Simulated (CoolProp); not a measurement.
Properties of fluorine along the isobar 0.101 MPa (Tc = 144.4 K, pc = 5.240 MPa, ω = 0.045).

Values from CoolProp's reference Helmholtz-energy equation of state, de Reuck 1990.

| T (K) | phase | cp (kJ/(kg K)) | Joule-Thomson coefficient (K/MPa) | isothermal compressibility (1/MPa) |
|---|---|---|---|---|
| 95.6 | gas | 0.8046 | 19.73 | 10.14 |
| 104.8 | gas | 0.7941 | 16.11 | 10.08 |
| 114 | gas | 0.7873 | 13.40 | 10.04 |
| 123.2 | gas | 0.7828 | 11.32 | 10.01 |
| 132.5 | gas | 0.7799 | 9.684 | 9.984 |
| 141.7 | gas | 0.7782 | 8.393 | 9.968 |
| 150.9 | gas | 0.7774 | 7.349 | 9.956 |
| 160.2 | gas | 0.7775 | 6.485 | 9.946 |
| 169.4 | gas | 0.7782 | 5.776 | 9.939 |
| 178.6 | gas | 0.7795 | 5.182 | 9.933 |
| 187.9 | gas | 0.7813 | 4.674 | 9.928 |
